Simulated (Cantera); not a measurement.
Input: 1 mol B, 30 mol N₂, 0.068 mol O₂, at 15.0 Pa.

Equilibrium computed with Cantera from the NASA thermochemical tables; the gas is ideal and each condensed phase is pure. Candidate condensed phases: B, BN, B₂O₃; 17 gas species. N₂ is the only nitrogen source here; it is nearly inert below about 1500 K, so the nitride shown seldom forms there in practice. Mutual solubility and eutectic melting of coexisting phases are not modelled. Equilibrium is a limit: real reactors are often held back by kinetics, nucleation or transport.

Task: Which condensed phases are stable at each of these points (T (K)): 948, 1048, 1148, 1248, 1348, 1448, 1548, 1648, 1748, 1848, 1948, 2048, 2148, 2248?

Result: 
```tsv
T (K)	condensed phases	B condensed (%)
948	BN(s) + B₂O₃(l)	100.0
1048	BN(s) + B₂O₃(l)	100.0
1148	BN(s) + B₂O₃(l)	99.9
1248	BN(s) + B₂O₃(l)	98.3
1348	BN(s)	90.7
1448	BN(s)	90.0
1548	BN(s)	88.1
1648	BN(s)	86.7
1748	BN(s)	86.4
1848	BN(s)	86.3
1948	BN(s)	85.6
2048	B(s)	80.3
2148	B(s)	59.2
2248	gas only	0.0
```

From 948 K to 1248 K the condensed part is BN(s) + B₂O₃(l). From 1348 K to 1948 K the condensed part is BN(s). From 2048 K to 2148 K the condensed part is B(s). At 2248 K nothing is condensed.
